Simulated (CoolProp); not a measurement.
n-heptane along the isobar 11900 kPa: fugacity coefficient from the reference equation and from simpler models built on Tc = 541.2 K, pc = 2774 kPa, ω = 0.349; each cubic takes its own stable root.

Model: reference Helmholtz-energy equation of state, Span 2003, in CoolProp. It is a short technical equation, of lower accuracy than the large ones.

```tsv
T (K)	phase	reference	van der Waals	Redlich-Kwong	Peng-Robinson
466.6	liquid	0.1019	0.2152	0.1396	0.1025
475.8	liquid	0.1161	0.2280	0.1542	0.1170
485	liquid	0.1313	0.2411	0.1693	0.1326
494.1	liquid	0.1473	0.2541	0.1848	0.1490
503.3	liquid	0.1644	0.2674	0.2009	0.1665
512.5	liquid	0.1824	0.2808	0.2175	0.1850
521.6	liquid	0.2009	0.2942	0.2342	0.2041
530.8	liquid	0.2204	0.3077	0.2515	0.2242
540	liquid	0.2405	0.3213	0.2690	0.2449
549.1	supercritical	0.2610	0.3348	0.2865	0.2660
558.3	supercritical	0.2822	0.3485	0.3043	0.2878
567.5	supercritical	0.3038	0.3621	0.3223	0.3100
576.6	supercritical	0.3254	0.3756	0.3401	0.3322
```
